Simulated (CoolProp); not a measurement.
The fluid at 513.24 K and 0.163 MPa is throttled through a valve to 0.0305 MPa with no heat exchange. The same conditions are run with several fluids, on thermodynamics alone (safety and materials aside).

Values from CoolProp's reference Helmholtz-energy equation of state of each fluid (nitrogen: Span 2000; cis-2-butene: Lemmon 2005; propylene: Lemmon 2013; ethanol: Schroeder 2014; octamethyltrisiloxane (MDM): Thol 2017).

**Question.** Rank nitrogen, cis-2-butene, propylene, ethanol, octamethyltrisiloxane (MDM) by temperature change (K), highest first.

**Answer.** nitrogen (-0.0), propylene (-0.5), cis-2-butene (-0.7), ethanol (-1.4), octamethyltrisiloxane (MDM) (-1.7)

```
fluid                        final density (kg/m³)
---------------------------  ---------------------
nitrogen                                     0.200
cis-2-butene                                 0.402
propylene                                    0.301
ethanol                                      0.331
octamethyltrisiloxane (MDM)                   1.71
```
